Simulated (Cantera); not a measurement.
Gas mixture: 40.0 % H2, 19.1 % CH4, 40.9 % CH3OH, at 1.00 atm, frozen composition.

Cantera's kinetic-theory transport with the Lennard-Jones parameters of GRI-Mech 3.0, ideal gas; thermal conductivity in the multicomponent form. Polar gases are described roughly by these parameters. The composition is frozen, though it would react at the higher temperatures.

One state of this run: ρ (kg/m³) = 0.115; cp (J/kg/K) = 4559; μ (µPa s) = 47.4; λ (mW/m/K) = 371; Pr = 0.583; D (cm²/s) CH3 = 6.02; D (cm²/s) C2H2 = 4.69; D (cm²/s) H = 28.4. D: mixture-averaged diffusion coefficient of that species in the mixture.

Problem. Which value of T (K) does it belong to?
A) 800
B) 600
C) 1800
D) 400

Solution. C, 1800
